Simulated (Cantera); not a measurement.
An adiabatic, constant-pressure homogeneous reactor starts with CO : H2 : CH4 : O2 : N2 : CO2 = 1 : 0.14 : 0.067 : 0.29 : 2.21 : 0.37 (molar parts), equivalence ratio 2.4, at 950 K and 23.7 atm.

Cantera simulation using GRI-Mech 3.0 (53 species, 325 reactions); the numbers are that mechanism's predictions, not measurements. The pressure lies above the range GRI-Mech 3.0 was tuned for (to about 10 atm). Below about 1000 K GRI-Mech 3.0 lacks low-temperature oxidation paths.

### Question
Predict: time of steepest temperature rise; temperature at 1.00 s; equilibrium temperature; x(CO) at 1.00 s; x(H2) at 1.00 s.

### Answer
```json
{
  "time_of_steepest_temperature_rise": "11.9 ms",
  "temperature at 1.00 s": "1860 K",
  "equilibrium_temperature": "1860 K",
  "x(CO) at 1.00 s": "0.196 (gas-phase equilibrium 0.196)",
  "x(H2) at 1.00 s": "0.0154 (gas-phase equilibrium 0.0154)"
}
```
